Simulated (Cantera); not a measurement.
**Stirred combustor or abatement burner**

A perfectly stirred reactor is fed with 51.5 % H2, 10.2 % O2, 38.3 % N2, at 14.8 atm; it is adiabatic with a 525 K inlet, and is followed from long to short residence time, starting on the burning branch (τ in s: 0.42, 0.15, 0.052, 0.018, 0.0065, 0.0023, 0.00082, 0.00029, 0.0001, 3.6e-05, 1.3e-05).

Model: GRI-Mech 3.0 (53 species, 325 reactions), integrated in Cantera. The hydrogen kinetics of GRI-Mech 3.0 are dated; newer H2 mechanisms differ, most at raised pressure. The pressure lies above the range GRI-Mech 3.0 was tuned for (to about 10 atm).

```
τ (s)    T (K)   x H2      x O2       x H    x H2O2      x OH  x H2O    x HO2
-------  -----  -----  --------  --------  --------  --------  -----  -------
0.42      2090  0.346   2.01e-6  0.000468  6.51e-10   3.60e-5  0.228  2.07e-9
0.15      2090  0.346   5.27e-6  0.000499   1.43e-9   3.85e-5  0.228  5.65e-9
0.052     2089  0.346   1.31e-5  0.000582   3.62e-9   4.48e-5  0.228  1.58e-8
0.018     2088  0.345   2.90e-5  0.000768   9.42e-9   5.90e-5  0.228  4.34e-8
0.0065    2085  0.345   5.59e-5   0.00112   2.33e-8   8.54e-5  0.228  1.12e-7
0.0023    2081  0.345  0.000103   0.00174   5.62e-8  0.000132  0.227  2.86e-7
0.00082   2073  0.344  0.000184   0.00276   1.26e-7  0.000208  0.227  7.01e-7
0.00029   2061  0.344  0.000331   0.00441   2.61e-7  0.000326  0.226  1.65e-6
0.00010   2040  0.342  0.000610   0.00708   4.90e-7  0.000507  0.225  3.74e-6
3.6e-5    2009  0.341   0.00111    0.0110   8.09e-7  0.000752  0.223  7.90e-6
1.3e-5    1959  0.339   0.00210    0.0166   1.24e-6   0.00106  0.220  1.66e-5
```
x: mole fraction; the columns are a selection and need not sum to one.
